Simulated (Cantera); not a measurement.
Charge: 1 mol Fe(CO)5, 0.23 mol CO, 0.12 mol H2, held at 1248.15 K and 133 Pa.

Equilibrium computed with Cantera from the NASA thermochemical tables; the gas is ideal and each condensed phase is pure. Candidate condensed phases: C, C6H6, C7H8, C8H18, Fe, Fe(CO)5, FeO, Fe(OH)2, Fe(OH)3, Fe2O3, Fe3O4, H2O; 114 gas species. Kinetics and transport are ignored.

Base state: CO 0.978, H2 0.0224, CO2 1.26e-5 (mole fractions); condensed: Fe(γ).

What changes in the equilibrium state with this change: temperature from 1248.15 K to 775 K?


```json
[
 {"species": "CO", "before": "0.978", "after": "0.786"},
 {"species": "CO2", "before": "1.26e-5", "after": "0.188"},
 {"species": "H2", "before": "0.0224", "after": "0.0255"},
 {"species": "H2O", "before": "4.49e-7", "after": "0.00120"},
 {"species": "Fe(γ), mol", "before": "1.000", "after": "0"},
 {"species": "C(graphite), mol", "before": "0", "after": "0.850"},
 {"species": "Fe(α), mol", "before": "0", "after": "1.00"}
]
```
Condensed phases not in the tables: cementite and carbon dissolved in iron.
